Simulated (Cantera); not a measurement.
Feed: 1 mol AlCl₃, a varied amount of N₂, equilibrated at 698 K and 10000 Pa.

Cantera equilibrium calculation (NASA polynomials, part measured and part estimated; ideal gas, pure solids and liquids). Candidate condensed phases: Al, AlCl₃, AlN; 11 gas species. The numbers say what is thermodynamically allowed, not how fast it happens.

x: gas mole fraction; nothing condenses.

```json
[
 {"n(N₂) (mol)": "2.9", "x N₂": "0.799", "x AlCl₃": "0.127", "x Al₂Cl₆": "0.0742"},
 {"n(N₂) (mol)": "4.6", "x N₂": "0.858", "x AlCl₃": "0.0981", "x Al₂Cl₆": "0.0442"},
 {"n(N₂) (mol)": "7.2", "x N₂": "0.900", "x AlCl₃": "(withheld)", "x Al₂Cl₆": "(withheld)"},
 {"n(N₂) (mol)": "11", "x N₂": "0.930", "x AlCl₃": "0.0559", "x Al₂Cl₆": "0.0143"},
 {"n(N₂) (mol)": "18", "x N₂": "0.954", "x AlCl₃": "(withheld)", "x Al₂Cl₆": "(withheld)"},
 {"n(N₂) (mol)": "28", "x N₂": "0.969", "x AlCl₃": "0.0276", "x Al₂Cl₆": "0.00350"},
 {"n(N₂) (mol)": "43", "x N₂": "0.979", "x AlCl₃": "0.0193", "x Al₂Cl₆": "0.00172"},
 {"n(N₂) (mol)": "67", "x N₂": "0.986", "x AlCl₃": "0.0131", "x Al₂Cl₆": "0.000792"}
]
```

Task: Complete the blanks.

Result: 
- 7.2, x AlCl₃: 0.0743
- 7.2, x Al₂Cl₆: 0.0254
- 18, x AlCl₃: 0.0390
- 18, x Al₂Cl₆: 0.00699
